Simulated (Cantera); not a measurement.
Input: 1 mol Si3N4, 0.19 mol CO2, 2.5 mol N2, 0.026 mol O2, held at 0.133 bar.

These are equilibrium values from Cantera (NASA tables, ideal gas, pure condensed phases), not measurements of a reactor. Candidate condensed phases: C, Si, SiC, SiO2, Si2N2O, Si3N4; 34 gas species. Mutual solubility and eutectic melting of coexisting phases are not modelled. The numbers say what is thermodynamically allowed, not how fast it happens.

x: gas mole fraction; n: condensed amount in mol.

```tsv
T (K)	x N2	x CO	x SiO	x C2N2	x Si	n C(graphite)	n Si2N2O(s)	n Si3N4(s)	n SiC(s)
1273	1.000	3.14e-6	1.16e-10	3.97e-11	<1e-12	0.190	0.432	0.712	0
1323	1.000	…	…	…	<1e-12	0.190	0.432	0.712	0
1373	1.000	3.01e-5	6.29e-9	3.41e-10	2.36e-12	0.190	0.432	0.712	0
1423	1.000	8.24e-5	3.74e-8	8.92e-10	1.98e-11	0.190	0.432	0.712	0
1473	1.000	…	…	…	…	0.189	0.431	0.712	0
1523	0.999	0.000506	9.25e-7	5.06e-9	9.14e-10	0.189	0.431	0.713	0
1573	0.999	0.000878	3.93e-6	6.48e-9	5.16e-9	0	0.430	0.651	0.188
```

### Question
Complete the blanks.

### Answer

- 1473, x CO: 0.000211
- 1473, x SiO: 1.97e-7
- 1473, x C2N2: 2.19e-9
- 1473, x Si: 1.44e-10
- 1323, x CO: 1.02e-5
- 1323, x SiO: 9.21e-10
- 1323, x C2N2: 1.21e-10
